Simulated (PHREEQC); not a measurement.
1 kg of water holding 0.079 mol K2SO4 and 0.066 mol NaCl is evaporated at 15 °C; the solids stay in contact with the brine. CO2 from the air is kept out. The run lets Arcanite, Glaserite, Halite, Mirabilite, Misenite, Sylvite, Thenardite precipitate or redissolve, and no other solid.

Computed with PHREEQC (Pitzer model, pitzer.dat).

```json
[
 {"water left (kg)": "1", "ionic strength": "0.303", "water activity": "0.995", "Arcanite (mol)": "0", "Glaserite (mol)": "0", "Sylvite (mol)": "0"},
 {"water left (kg)": "0.8219", "ionic strength": "0.369", "water activity": "0.993", "Arcanite (mol)": "0", "Glaserite (mol)": "0", "Sylvite (mol)": "0"},
 {"water left (kg)": "0.5552", "ionic strength": "0.546", "water activity": "0.991", "Arcanite (mol)": "0", "Glaserite (mol)": "0", "Sylvite (mol)": "0"},
 {"water left (kg)": "0.4563", "ionic strength": "0.664", "water activity": "0.989", "Arcanite (mol)": "0", "Glaserite (mol)": "0", "Sylvite (mol)": "0"},
 {"water left (kg)": "0.3082", "ionic strength": "0.983", "water activity": "0.984", "Arcanite (mol)": "0", "Glaserite (mol)": "0", "Sylvite (mol)": "0"},
 {"water left (kg)": "0.2533", "ionic strength": "1.20", "water activity": "0.980", "Arcanite (mol)": "0", "Glaserite (mol)": "0", "Sylvite (mol)": "0"},
 {"water left (kg)": "0.1711", "ionic strength": "1.77", "water activity": "0.972", "Arcanite (mol)": "0", "Glaserite (mol)": "0", "Sylvite (mol)": "0"},
 {"water left (kg)": "0.1407", "ionic strength": "2.15", "water activity": "0.966", "Arcanite (mol)": "0", "Glaserite (mol)": "0", "Sylvite (mol)": "0"},
 {"water left (kg)": "0.1156", "ionic strength": "2.48", "water activity": "0.961", "Arcanite (mol)": "0.00526", "Glaserite (mol)": "0", "Sylvite (mol)": "0"},
 {"water left (kg)": "0.07809", "ionic strength": "2.87", "water activity": "0.951", "Arcanite (mol)": "0.0263", "Glaserite (mol)": "0", "Sylvite (mol)": "0"},
 {"water left (kg)": "0.06418", "ionic strength": "3.12", "water activity": "0.944", "Arcanite (mol)": "0.0342", "Glaserite (mol)": "0", "Sylvite (mol)": "0"},
 {"water left (kg)": "0.04335", "ionic strength": "3.77", "water activity": "0.926", "Arcanite (mol)": "0.0465", "Glaserite (mol)": "0", "Sylvite (mol)": "0"},
 {"water left (kg)": "0.03564", "ionic strength": "3.96", "water activity": "0.916", "Arcanite (mol)": "0.0416", "Glaserite (mol)": "[?]", "Sylvite (mol)": "0"},
 {"water left (kg)": "0.0293", "ionic strength": "4.08", "water activity": "0.906", "Arcanite (mol)": "0.0325", "Glaserite (mol)": "0.0143", "Sylvite (mol)": "0"},
 {"water left (kg)": "0.01979", "ionic strength": "4.59", "water activity": "0.874", "Arcanite (mol)": "0.0197", "Glaserite (mol)": "0.0255", "Sylvite (mol)": "0"},
 {"water left (kg)": "0.01627", "ionic strength": "5.05", "water activity": "0.850", "Arcanite (mol)": "[?]", "Glaserite (mol)": "0.0293", "Sylvite (mol)": "0"},
 {"water left (kg)": "0.01099", "ionic strength": "5.93", "water activity": "0.808", "Arcanite (mol)": "0.00190", "Glaserite (mol)": "0.0373", "Sylvite (mol)": "0.00817"},
 {"water left (kg)": "0.00903", "ionic strength": "6.17", "water activity": "0.798", "Arcanite (mol)": "0", "Glaserite (mol)": "[?]", "Sylvite (mol)": "0.0167"},
 {"water left (kg)": "0.006093", "ionic strength": "7.03", "water activity": "0.758", "Arcanite (mol)": "0", "Glaserite (mol)": "0.0386", "Sylvite (mol)": "0.0286"},
 {"water left (kg)": "0.005012", "ionic strength": "7.67", "water activity": "0.728", "Arcanite (mol)": "0", "Glaserite (mol)": "0.0386", "Sylvite (mol)": "0.0327"}
]
```

### Question
Some entries are withheld; supply them.

### Answer

- 0.03564, Glaserite (mol): 0.00617
- 0.01627, Arcanite (mol): 0.0150
- 0.00903, Glaserite (mol): 0.0384

Complexes and solids missing from the database can't appear.
